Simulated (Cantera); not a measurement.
Input: 1 mol SiH2Cl2, 2.5 mol NH3, 10 mol N2, equilibrated at 0.100 bar.

These are equilibrium values from Cantera (NASA tables, ideal gas, pure condensed phases), not measurements of a reactor. Candidate condensed phases: NH4Cl, Si, Si3N4; 28 gas species. The tables' values for SiCl, SiCl3, SiN are old estimates; treat these amounts as uncertain. Gases not in the tables: Si2H6 and higher silanes. Rates play no part.

log p: log10 of the partial pressure in bar; n: condensed amount in mol.

```json
[
 {"T (K)": "773", "log p N2": "-1.19", "log p H2": "-1.63", "log p HCl": "-1.94", "log p SiCl2": "-12.50", "log p H": "-12.86", "log p Si": "<-13", "log p SiCl4": "-3.70", "n Si3N4(s)": "0.322", "n Si(l)": "0"},
 {"T (K)": "973", "log p N2": "-1.19", "log p H2": "-1.64", "log p HCl": "-1.92", "log p SiCl2": "-8.76", "log p H": "-9.78", "log p Si": "<-13", "log p SiCl4": "-4.10", "n Si3N4(s)": "0.329", "n Si(l)": "0"},
 {"T (K)": "1173", "log p N2": "-1.19", "log p H2": "-1.64", "log p HCl": "-1.92", "log p SiCl2": "?", "log p H": "?", "log p Si": "<-13", "log p SiCl4": "?", "n Si3N4(s)": "0.331", "n Si(l)": "0"},
 {"T (K)": "1373", "log p N2": "-1.19", "log p H2": "-1.64", "log p HCl": "-1.92", "log p SiCl2": "?", "log p H": "?", "log p Si": "?", "log p SiCl4": "?", "n Si3N4(s)": "0.330", "n Si(l)": "0"},
 {"T (K)": "1573", "log p N2": "-1.19", "log p H2": "-1.63", "log p HCl": "-1.95", "log p SiCl2": "-3.43", "log p H": "-5.21", "log p Si": "-8.95", "log p SiCl4": "-4.87", "n Si3N4(s)": "0.310", "n Si(l)": "0"},
 {"T (K)": "1773", "log p N2": "-1.19", "log p H2": "-1.61", "log p HCl": "-2.08", "log p SiCl2": "-2.75", "log p H": "-4.35", "log p Si": "-6.38", "log p SiCl4": "-5.56", "n Si3N4(s)": "0.232", "n Si(l)": "0"},
 {"T (K)": "1973", "log p N2": "-1.18", "log p H2": "-1.60", "log p HCl": "-2.26", "log p SiCl2": "-2.52", "log p H": "-3.67", "log p Si": "-4.50", "log p SiCl4": "-6.55", "n Si3N4(s)": "0", "n Si(l)": "0.465"},
 {"T (K)": "2173", "log p N2": "-1.18", "log p H2": "-1.61", "log p HCl": "-2.23", "log p SiCl2": "-2.56", "log p H": "-3.12", "log p Si": "-3.55", "log p SiCl4": "-7.22", "n Si3N4(s)": "0", "n Si(l)": "0.437"}
]
```

**Question.** Fill in the missing entries.

**Answer.** 
- 1173, log p SiCl2: -6.33
- 1173, log p H: -7.75
- 1173, log p SiCl4: -4.38
- 1373, log p SiCl2: -4.62
- 1373, log p H: -6.30
- 1373, log p Si: -12.29
- 1373, log p SiCl4: -4.59
